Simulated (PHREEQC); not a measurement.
Consider water at 20 °C with 2.8 mmol/kgw CaSO4, 2.5 mmol/kgw Na2HPO4 and 31 mmol/kgw KCl. Closed to the air; pH follows from the charge balance.

All values are PHREEQC results (ion-association model, wateq4f.dat), not measurements.

```
quantity                     before     after
-------------------------  --------  --------
pH                             8.10      8.45
ionic strength (mol/kgw)     0.0459    0.0397
SO4-2 (mol/kgw)             0.00235  0.000497
Ca+2 (mol/kgw)              0.00204  0.000376
HPO4-2 (mol/kgw)            0.00176   0.00217
CaHPO4 (mol/kgw)           0.000412  0.000101
SI of Gypsum (CaSO4:2H2O)     -1.38     -2.75
SI of Halite (NaCl)           -5.55     -5.54
```

Which change was made?
A. 0.0073 mol/kgw NaOH added
B. Na2HPO4 from 0.0025 to 0.0005 mol/kgw
C. CaSO4 from 0.0028 to 0.00056 mol/kgw
D. diluted 2-fold with water
E. KCl from 0.031 to 0.0465 mol/kgw

C, CaSO4 from 0.0028 to 0.00056 mol/kgw

Precipitation was switched off in this run. Some of these states are supersaturated (in Hydroxyapatite, for instance). H3PO4, which wateq4f.dat lacks, is added to it with the constant of phreeqc.dat.
